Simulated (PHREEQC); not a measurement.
0.05 mol of Fluorite (CaF2) is brought to equilibrium with 1 kg of water holding 0.03 mol NaCl, at 65 °C, the pH being set by adding NaOH or HCl. Oxygen is held at 0.21 atm. No CO2 enters from the air. Only these solids could form: Fluorite.

Computed with PHREEQC (ion-association model, phreeqc.dat).

| pH | dissolved Ca (mol/kgw) | dissolved F (mol/kgw) | HF (mol/kgw) |
|---|---|---|---|
| 3 | 0.000809 | 0.00162 | 0.00117 |
| 3.75 | 0.000439 | 0.000878 | 0.000280 |
| 4.5 | 0.000357 | 0.000715 | 5.52e-5 |
| 5.25 | 0.000342 | 0.000684 | 1.00e-5 |
| 6 | 0.000339 | 0.000678 | 1.79e-6 |
| 6.75 | 0.000338 | 0.000677 | 3.19e-7 |
| 7.5 | 0.000338 | 0.000677 | 5.67e-8 |
| 8.25 | 0.000338 | 0.000677 | 1.01e-8 |
| 9 | 0.000339 | 0.000677 | 1.79e-9 |
| 9.75 | 0.000340 | 0.000680 | 3.19e-10 |
| 10.5 | 0.000346 | 0.000692 | 5.71e-11 |
| 11.25 | 0.000377 | 0.000754 | 1.05e-11 |
| 12 | 0.000489 | 0.000979 | 1.95e-12 |

Away from 25 °C the constants follow the database's enthalpies or fits; those with neither stay at their 25 °C values.
